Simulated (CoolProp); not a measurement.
Fluorine at 295 K and 12.8 MPa is throttled through a valve to 4.8 MPa with no heat exchange. Each further row changes one setting.

Values from CoolProp's reference Helmholtz-energy equation of state, de Reuck 1990.

| case | temperature change (K) | final phase | final density (kg/m³) |
|---|---|---|---|
| as stated | -12.8 | gas | 79.8 |
| outlet pressure 1.44 MPa | -19.8 | gas | 24.1 |
| outlet pressure 6.24 MPa | -10.1 | supercritical | 103 |
